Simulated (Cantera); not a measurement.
Feed: 1 mol SiCl₄, 2.7 mol HCl, 2.1 mol H₂, held at 0.760 bar.

Method: chemical equilibrium by Gibbs-energy minimisation in Cantera with the NASA 1993 tables (ideal gas, pure condensed phases). Candidate condensed phases: Si; 19 gas species. The tables' values for SiCl₃ are old estimates; treat these amounts as uncertain. Equilibrium is a limit: real reactors are often held back by kinetics, nucleation or transport.

x: gas mole fraction; nothing condenses.

```
T (°C)  x HCl   x H₂  x SiCl₄   x SiCl₃  x SiHCl₃
------  -----  -----  -------  --------  --------
625     0.466  0.362    0.172   2.86e-6         ?
675     0.466  0.361    0.172   9.83e-6         ?
725     0.466  0.361    0.171   2.98e-5         ?
775     0.467  0.361    0.171   8.09e-5         ?
825     0.468  0.360    0.170  0.000200         ?
875     0.468  0.359    0.169  0.000453         ?
925     0.470  0.358    0.168  0.000955         ?
975     0.472  0.356    0.166   0.00188         ?
1025    0.474  0.354    0.163   0.00347         ?
1075    0.479  0.350    0.158   0.00600         ?
1125    0.485  0.344    0.151   0.00973         ?
```

Fill in the missing entries.


- 625, x SiHCl₃: 0.000372
- 675, x SiHCl₃: 0.000600
- 725, x SiHCl₃: 0.000920
- 775, x SiHCl₃: 0.00135
- 825, x SiHCl₃: 0.00191
- 875, x SiHCl₃: 0.00260
- 925, x SiHCl₃: 0.00344
- 975, x SiHCl₃: 0.00441
- 1025, x SiHCl₃: 0.00547
- 1075, x SiHCl₃: 0.00655
- 1125, x SiHCl₃: 0.00753
